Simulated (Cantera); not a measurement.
A perfectly stirred reactor is fed with C2H6 : N2 = 1 : 3.5 (molar parts), at 100000 Pa; it is held at 1225 K, and followed from long to short residence time.

Model: GRI-Mech 3.0 (53 species, 325 reactions), integrated in Cantera. GRI-Mech 3.0 stops at C3 and has no aromatics, soot or wall deposition, so with more carbon than oxygen in the feed, carbon stays in small species such as C2H2 where larger ones or solid carbon would form.

Task: Predict: x(C2H6) at τ = 0.520 s; x(CH3) at τ = 0.520 s; x(H2) at τ = 0.520 s; x(C2H6) at τ = 8.30 ms; x(CH3) at τ = 8.30 ms; x(H2) at τ = 8.30 ms.

Result: 
| Item | Result |
|---|---|
| x(C2H6) at τ = 0.520 s | 0.00754 |
| x(CH3) at τ = 0.520 s | 1.02e-5 |
| x(H2) at τ = 0.520 s | 0.170 |
| x(C2H6) at τ = 8.30 ms | 0.112 |
| x(CH3) at τ = 8.30 ms | 2.98e-5 |
| x(H2) at τ = 8.30 ms | 0.0820 |
